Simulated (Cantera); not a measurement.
What does this Cantera script print?

```python
import numpy as np
import cantera as ct

gas_names = """
    C CH CH2 CH3 CH2OH CH3O CH4 CH3OH CO COS CO2 COOH CS CS2 C2 C2H CHCO,ketyl C2H2,acetylene
    C2H2,vinylidene CH2CO,ketene C2H3,vinyl CH3CO,acetyl C2H4 C2H4O,ethylen CH3CHO,ethanal CH3COOH
    (HCOOH)2 C2H5 C2H6 CH3OCH3 C2H5OH C2O C3 C3H3,propargyl C3H4,allene C3H4,propyne C3H4,cyclo-
    C3H5,allyl C3H6,propylene C3H6,cyclo- C3H6O C3H7,n-propyl C3H7,i-propyl C3H8 C3H8O,1propanol
    C3H8O,2propanol C3O2 C4 C4H2 C4H4,1,3-cyclo- C4H6,butadiene C4H6,2-butyne C4H6,cyclo- C4H8,1-butene
    C4H8,cis2-buten C4H8,tr2-butene C4H8,isobutene C4H8,cyclo- (CH3COOH)2 C4H9,n-butyl C4H9,i-butyl
    C4H9,s-butyl C4H9,t-butyl C4H10,isobutane C4H10,n-butane C5 C5H6,1,3cyclo- C5H8,cyclo-
    C5H10,1-pentene C5H10,cyclo- C5H11,pentyl C5H11,t-pentyl C5H12,n-pentane C5H12,i-pentane
    CH3C(CH3)2CH3 C6H2 C6H5,phenyl C6H5O,phenoxy C6H6 C6H5OH,phenol C6H10,cyclo- C6H12,1-hexene
    C6H12,cyclo- C6H13,n-hexyl C7H7,benzyl C7H8 C7H8O,cresol C7H14,1-heptene C7H15,n-heptyl
    C7H16,n-heptane C8H8,styrene C8H10,ethylbenz C8H16,1-octene C8H17,n-octyl C8H18,isooctane
    C8H18,n-octane C9H19,n-nonyl C10H8,naphthale C10H21,n-decyl C12H9,o-bipheny C12H10,bipheny H HCO HO2
    H2 HCHO,formaldehy HCOOH H2O H2O2 H2S H2SO4 Mg MgH MgO MgOH MgO2H2 MgS Mg2 O OH O2 O3 S SH SO SO2
    SO3 S2 S2O S8
""".split()
cond_names = """
    C(gr) C6H6(L) C7H8(L) C8H18(L),n-octa H2O(s) H2O(L) H2SO4(L) Mg(cr) Mg(L) MgCO3(s) MgO(s) MgO(L)
    MgO2H2(s) MgS(s) MgSO4(s) MgSO4(L) S(cr1) S(cr2) S(L)
""".split()


def load(file, names, dense=False):
    # The tables refer to 1 bar. Condensed volumes are neglected.
    table = {s.name: s for s in ct.Species.list_from_file(file)}
    out = []
    for n in names:
        d = dict(table[n].input_data)
        d["thermo"] = dict(d["thermo"], **{"reference-pressure": 1e5})
        if dense:
            d["equation-of-state"] = {"model": "constant-volume", "density": "1e6 g/cm^3"}
        out.append(ct.Species.from_dict(d))
    return out


gas = ct.Solution(thermo="ideal-gas", species=load("nasa_gas.yaml", gas_names))
cond = {s.name: ct.Solution(thermo="fixed-stoichiometry", species=[s], name=s.name)
        for s in load("nasa_condensed.yaml", cond_names, dense=True)}
atoms = {
    'MgCO3': {'Mg': 1, 'C': 1, 'O': 3},
    'H2S': {'H': 2, 'S': 1},
    'O2': {'O': 2},
}
top_T = {'C(gr)': 4500, 'MgS(s)': 2250}  # K; cautious upper limits of use, not melting points


def equilibrate(T, P, feed):
    n = {}
    for name, mol in feed.items():
        for a, k in atoms[name].items():
            n[a] = n.get(a, 0.0) + k * mol
    gas.TPX = T, P, n
    mass = sum(n.values()) * gas.mean_molecular_weight
    gas.equilibrate("TP")
    valid = [c for c in cond.values() if c.min_temp <= T <= top_T.get(c.name, c.max_temp)]
    mix = ct.Mixture([(gas, mass / gas.mean_molecular_weight)] + [(c, 0.0) for c in valid])
    mix.T, mix.P = T, P
    mix.equilibrate("TP", solver="vcs", rtol=1e-11, max_steps=5000)
    return mix


results = []
feed = {'MgCO3': 1, 'H2S': 4.9, 'O2': 0.14}  # mol
P = 100000  # Pa
for T in [648, 698, 748, 798, 848, 898, 948, 998, 1048, 1098, 1148]:
    mix = equilibrate(T, P, feed)
    results.append((T, P, feed, dict(zip(mix.species_names, mix.species_moles))))
    x = sorted(zip(gas.X, gas.species_names), reverse=True)
    print(f"T = {T:g} K  P = {P:g} Pa  gas = {mix.phase_moles(0):.4g} mol")
    print("   x: " + "  ".join(f"{s} {v:.3e}" for v, s in x if v > 1e-06))
    print("   condensed (mol): " + ("  ".join(f"{mix.phase(i).name} {mix.phase_moles(i):.4g}"
          for i in range(1, mix.n_phases) if mix.phase_moles(i) > 1e-12) or "none"))
```

It prints:

```
T = 648 K  P = 100000 Pa  gas = 5.945 mol
   x: H2S 7.712e-01  CO2 1.627e-01  H2O 5.271e-02  COS 5.450e-03  S8 5.420e-03  S2 2.087e-03  H2 3.711e-04  CO 7.189e-05  CS2 4.373e-05  SO2 1.610e-06
   condensed (mol): MgO(s) 1
T = 698 K  P = 100000 Pa  gas = 5.969 mol
   x: H2S 7.650e-01  CO2 1.592e-01  H2O 5.528e-02  COS 8.003e-03  S2 7.397e-03  S8 4.113e-03  H2 6.322e-04  CO 1.899e-04  CS2 9.632e-05  SO2 6.367e-06  S2O 4.561e-06
   condensed (mol): MgO(s) 1
T = 748 K  P = 100000 Pa  gas = 6.018 mol
   x: H2S 7.549e-01  CO2 1.546e-01  H2O 5.818e-02  S2 1.811e-02  COS 1.086e-02  S8 1.476e-03  H2 1.107e-03  CO 4.729e-04  CS2 1.828e-04  SO2 1.604e-05  S2O 1.352e-05
   condensed (mol): MgO(s) 1
T = 798 K  P = 100000 Pa  gas = 6.049 mol
   x: H2S 7.457e-01  CO2 1.499e-01  H2O 6.199e-02  S2 2.453e-02  COS 1.385e-02  H2 2.300e-03  CO 1.299e-03  CS2 3.062e-04  S8 9.001e-05  SO2 1.827e-05  S2O 1.740e-05
   condensed (mol): MgO(s) 1
T = 848 K  P = 100000 Pa  gas = 6.064 mol
   x: H2S 7.362e-01  CO2 1.445e-01  H2O 6.697e-02  S2 2.707e-02  COS 1.660e-02  H2 4.774e-03  CO 3.333e-03  CS2 4.564e-04  S2O 1.728e-05  SO2 1.669e-05  S8 3.935e-06  SH 1.863e-06
   condensed (mol): MgO(s) 1
T = 898 K  P = 100000 Pa  gas = 6.089 mol
   x: H2S 7.228e-01  CO2 1.377e-01  H2O 7.306e-02  S2 3.097e-02  COS 1.871e-02  H2 8.878e-03  CO 7.198e-03  CS2 6.081e-04  S2O 1.894e-05  SO2 1.744e-05  SH 4.902e-06
   condensed (mol): MgO(s) 1
T = 948 K  P = 100000 Pa  gas = 6.126 mol
   x: H2S 7.046e-01  CO2 1.293e-01  H2O 8.029e-02  S2 3.690e-02  COS 1.989e-02  H2 1.493e-02  CO 1.330e-02  CS2 7.314e-04  S2O 2.293e-05  SO2 2.076e-05  SH 1.176e-05
   condensed (mol): MgO(s) 1
T = 998 K  P = 100000 Pa  gas = 6.178 mol
   x: H2S 6.815e-01  CO2 1.194e-01  H2O 8.850e-02  S2 4.494e-02  H2 2.316e-02  CO 2.159e-02  COS 2.007e-02  CS2 8.054e-04  S2O 2.961e-05  SO2 2.705e-05  SH 2.597e-05
   condensed (mol): MgO(s) 1
T = 1048 K  P = 100000 Pa  gas = 6.244 mol
   x: H2S 6.537e-01  CO2 1.084e-01  H2O 9.735e-02  S2 5.495e-02  H2 3.370e-02  CO 3.161e-02  COS 1.936e-02  CS2 8.250e-04  SH 5.319e-05  S2O 3.937e-05  SO2 3.698e-05
   condensed (mol): MgO(s) 1
T = 1098 K  P = 100000 Pa  gas = 6.322 mol
   x: H2S 6.220e-01  H2O 1.064e-01  CO2 9.671e-02  S2 6.662e-02  H2 4.663e-02  CO 4.268e-02  COS 1.799e-02  CS2 7.979e-04  SH 1.017e-04  S2O 5.256e-05  SO2 5.140e-05
   condensed (mol): MgO(s) 1
T = 1148 K  P = 100000 Pa  gas = 6.412 mol
   x: H2S 5.870e-01  H2O 1.152e-01  CO2 8.499e-02  S2 7.955e-02  H2 6.194e-02  CO 5.401e-02  COS 1.623e-02  CS2 7.381e-04  SH 1.828e-04  SO2 7.121e-05  S2O 6.940e-05  SO 1.946e-06
   condensed (mol): MgO(s) 1
```

Equilibrium computed with Cantera from the NASA thermochemical tables; the gas is ideal and each condensed phase is pure. Gases not in the tables: S3 to S7.
